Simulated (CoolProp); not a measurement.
Properties of CF4 (R14) along the isobar 0.101 MPa.

Values from CoolProp's reference Helmholtz-energy equation of state, Platzer 1990. This equation is an older, rougher fit.

| T (K) | phase | density (kg/m³) | cp (kJ/(kg K)) | isothermal compressibility (1/MPa) | expansivity (1/kK) | viscosity (µPa s) |
|---|---|---|---|---|---|---|
| 157.4 | gas | 6.983 | 0.4817 | 10.19 | 6.878 | 9.46 |
| 175.8 | gas | 6.204 | 0.5063 | 10.11 | 6.025 | 10.6 |
| 194.3 | gas | 5.584 | 0.5337 | 10.05 | 5.375 | 11.6 |
| 212.7 | gas | 5.083 | 0.5624 | 10.01 | 4.863 | (withheld) |
| 231.1 | gas | 4.667 | 0.5918 | 9.989 | 4.446 | 13.7 |
| 249.5 | gas | 4.314 | 0.6213 | 9.970 | 4.097 | 14.7 |
| 267.9 | gas | 4.012 | 0.6504 | 9.955 | 3.801 | 15.7 |
| 286.4 | gas | 3.749 | 0.6790 | 9.944 | 3.545 | 16.7 |
| 304.8 | gas | 3.519 | 0.7064 | 9.935 | 3.323 | 17.6 |
| 323.2 | gas | 3.317 | 0.7324 | 9.928 | 3.128 | 18.5 |
| 341.6 | gas | 3.136 | 0.7571 | 9.922 | 2.955 | (withheld) |
| 360 | gas | 2.975 | (withheld) | 9.918 | 2.801 | 20.2 |
| 378.5 | gas | 2.828 | 0.8018 | 9.914 | 2.661 | (withheld) |
| 396.9 | gas | 2.696 | (withheld) | 9.911 | 2.535 | 21.9 |
| 415.3 | gas | 2.576 | 0.8399 | 9.908 | 2.421 | (withheld) |
| 433.7 | gas | 2.466 | 0.8568 | 9.906 | 2.317 | 23.5 |

Question: Complete the blanks.

Answer: 
- 212.7, viscosity (µPa s): 12.7
- 341.6, viscosity (µPa s): 19.4
- 360, cp (kJ/(kg K)): 0.7802
- 378.5, viscosity (µPa s): 21.1
- 396.9, cp (kJ/(kg K)): 0.8216
- 415.3, viscosity (µPa s): 22.7

Viscosity comes from a separate model (Huber 2003), an estimate that may be off by 10 % or more.
